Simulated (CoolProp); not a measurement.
Saturated liquid density (kg/m³) of CH3F (R41): the reference equation beside estimates from Tc = 44.1 °C, pc = 5.906 MPa, ω = 0.200.

Computed with CoolProp (reference Helmholtz-energy equation of state, Lemmon 2006). It is a short technical equation, of lower accuracy than the large ones.

| T (°C) | reference | van der Waals | Redlich-Kwong |
|---|---|---|---|
| -32.65 | 775.6 | 411.6 | 588.9 |
| -27.85 | 762.9 | 405.0 | 577.1 |
| -23.15 | 750.1 | 398.3 | 565.0 |
| -18.35 | 736.5 | 391.2 | 552.3 |
| -13.55 | 722.3 | 383.8 | 539.0 |
| -8.85 | 707.9 | 376.3 | 525.3 |
| -4.05 | 692.4 | 368.2 | 510.8 |
| 0.75 | 676.2 | 359.7 | 495.4 |
| 5.45 | 659.3 | 350.9 | 479.6 |
| 10.25 | 641.0 | 341.3 | 462.4 |
| 15.05 | 621.2 | 330.9 | 444.0 |

Absolute difference from the reference over all 11 rows, mean and median: van der Waals 46.8 and 46.8 %, Redlich-Kwong 26.0 and 25.8 %.
